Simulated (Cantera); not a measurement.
**Abatement and gas-phase synthesis: SO2 + O2 + N2**

Charge: 1 mol SO2, 0.047 mol O2, 5.9 mol N2, at 1948 K and 1.00 bar.

Cantera equilibrium calculation (NASA polynomials, part measured and part estimated; ideal gas, pure solids and liquids). Candidate condensed phases: S; 17 gas species. Rates play no part.

- x(N2) = 0.849
- x(SO2) = 0.144
- x(O2) = 0.00620
- x(NO) = 0.00118
- x(SO) = 0.000167
- x(SO3) = 7.39e-5
- x(O) = 3.50e-5
- gas amount = 6.947 mol
- log10 activity of S(l) (absent) = -6.07
